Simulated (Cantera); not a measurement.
What does this Cantera script print?

```python
import numpy as np
import cantera as ct

gas = ct.Solution("gri30.yaml")
gas.TPX = 575, 41000, {'C3H8': 1, 'O2': 5.15, 'N2': 19.4}
flame = ct.FreeFlame(gas, width=0.075)
flame.set_refine_criteria(ratio=3, slope=0.08, curve=0.16)
flame.transport_model = "mixture-averaged"
flame.solve(loglevel=0, auto=True)
z, T = flame.grid, flame.T
thick = (T[-1] - T[0]) / np.gradient(T, z).max()
show = ['C3H8', 'O2', 'CH2CO', 'C2H4', 'H2O', 'CH2']
print(f"laminar burning velocity  {flame.velocity[0] * 100:.3f} cm/s")
print(f"burnt temperature         {T[-1]:.1f} K")
print(f"thermal thickness         {thick * 1e3:.4f} mm")
print(f"grid points               {len(z)}")
z0 = z[flame.heat_release_rate.argmax()]
print(f"{'z/mm':>9s}{'T/K':>9s}{'u/(m/s)':>9s}" + "".join(f"{s:>11s}" for s in show))
rows = []
for k in (-3, -2, -1.5, -1, -0.5, -0.25, 0, 0.25, 0.5, 1, 2, 4, 8):
    zz = z0 + k * thick
    rows.append([k * thick, np.interp(zz, z, T), np.interp(zz, z, flame.velocity),
                 *(np.interp(zz, z, flame.X[gas.species_index(s)]) for s in show)])
    print(f"{rows[-1][0] * 1e3:9.3f}{rows[-1][1]:9.1f}{rows[-1][2]:9.3f}" + "".join(f"{x:11.3e}" for x in rows[-1][3:]))
```

It prints:

```
laminar burning velocity  167.040 cm/s
burnt temperature         2354.4 K
thermal thickness         0.6056 mm
grid points               156
     z/mm      T/K  u/(m/s)       C3H8         O2      CH2CO       C2H4        H2O        CH2
   -1.817    575.1    1.672  3.911e-02  2.014e-01  2.150e-09  2.248e-07  1.624e-05  7.624e-19
   -1.211    575.7    1.677  3.905e-02  2.010e-01  4.830e-08  3.994e-06  1.634e-04  1.540e-15
   -0.908    578.7    1.689  3.896e-02  2.003e-01  3.618e-07  2.510e-05  6.911e-04  4.265e-13
   -0.606    604.0    1.774  3.858e-02  1.971e-01  5.745e-06  2.792e-04  4.107e-03  2.975e-10
   -0.303    878.6    2.646  3.071e-02  1.704e-01  2.137e-04  5.016e-03  3.062e-02  4.458e-07
   -0.151   1267.1    3.941  1.206e-02  1.295e-01  9.387e-04  1.108e-02  6.387e-02  1.710e-05
    0.000   1663.1    5.300  5.592e-04  8.189e-02  1.262e-03  5.199e-03  9.759e-02  7.398e-05
    0.151   1838.6    5.889  1.314e-06  5.282e-02  3.381e-04  4.127e-04  1.149e-01  3.184e-05
    0.303   1882.0    6.017  4.930e-10  4.045e-02  3.103e-05  1.252e-05  1.199e-01  2.777e-06
    0.606   1916.7    6.094  4.219e-16  3.280e-02  1.335e-07  1.064e-08  1.195e-01  8.825e-09
    1.211   1960.5    6.199  9.927e-23  2.914e-02  3.435e-11  5.153e-13  1.184e-01  2.021e-12
    2.422   2017.9    6.352  2.143e-29  2.705e-02  2.120e-15  6.585e-18  1.208e-01  2.891e-16
    4.845   2093.0    6.554  2.032e-40  2.484e-02  3.133e-19  1.155e-25  1.252e-01  1.201e-16
```

Model: GRI-Mech 3.0 (53 species, 325 reactions), integrated in Cantera. GRI-Mech 3.0 was tuned for natural gas; its chemistry of propane as a main component is partial and can be far from experiment. Burning velocities carry a grid error of a few per cent, more on coarse grids.
